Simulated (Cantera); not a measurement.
## CH₃SiCl₃ + C₂H₄ + H₂ (silicon carbide growth)

Input: 1 mol CH₃SiCl₃, 1.2 mol C₂H₄, 1.4 mol H₂, held at 1477 °C.

Equilibrium computed with Cantera from the NASA thermochemical tables; the gas is ideal and each condensed phase is pure. Candidate condensed phases: C, C₆H₆, C₇H₈, C₈H₁₈, Si, SiC; 109 gas species. The feed counts by its element totals alone. The tables' values for SiCl₃, SiCl are old estimates; treat these amounts as uncertain. The numbers say what is thermodynamically allowed, not how fast it happens.

From 0.750 Torr to 750 Torr the condensed part is C(graphite) + SiC(s). The main Si-bearing gas is SiCl₂ throughout.

```json
[
 {"P (Pa)": "100", "x H₂": "0.573", "x HCl": "0.400", "x SiCl₂": "0.0177", "x H": "0.00557", "n C(graphite)": "2.52", "n SiC(s)": "0.877"},
 {"P (Pa)": "220", "x H₂": "0.575", "x HCl": "0.402", "x SiCl₂": "0.0177", "x H": "0.00376", "n C(graphite)": "2.52", "n SiC(s)": "0.877"},
 {"P (Pa)": "460", "x H₂": "0.576", "x HCl": "0.402", "x SiCl₂": "0.0178", "x H": "0.00260", "n C(graphite)": "2.52", "n SiC(s)": "0.876"},
 {"P (Pa)": "1000", "x H₂": "0.577", "x HCl": "0.402", "x SiCl₂": "0.0178", "x H": "0.00177", "n C(graphite)": "2.52", "n SiC(s)": "0.875"},
 {"P (Pa)": "2200", "x H₂": "0.577", "x HCl": "0.402", "x SiCl₂": "0.0177", "x H": "0.00119", "n C(graphite)": "2.53", "n SiC(s)": "0.873"},
 {"P (Pa)": "4600", "x H₂": "0.579", "x HCl": "0.401", "x SiCl₂": "0.0176", "x H": "0.000825", "n C(graphite)": "2.53", "n SiC(s)": "0.870"},
 {"P (Pa)": "10000", "x H₂": "0.580", "x HCl": "0.399", "x SiCl₂": "0.0174", "x H": "0.000560", "n C(graphite)": "2.53", "n SiC(s)": "0.866"},
 {"P (Pa)": "22000", "x H₂": "0.582", "x HCl": "0.396", "x SiCl₂": "0.0171", "x H": "0.000378", "n C(graphite)": "2.54", "n SiC(s)": "0.860"},
 {"P (Pa)": "46000", "x H₂": "0.586", "x HCl": "0.392", "x SiCl₂": "0.0165", "x H": "0.000262", "n C(graphite)": "2.55", "n SiC(s)": "0.850"},
 {"P (Pa)": "100000", "x H₂": "0.591", "x HCl": "0.383", "x SiCl₂": "0.0157", "x H": "0.000179", "n C(graphite)": "2.56", "n SiC(s)": "0.835"}
]
```
x: gas mole fraction; n: condensed amount in mol.
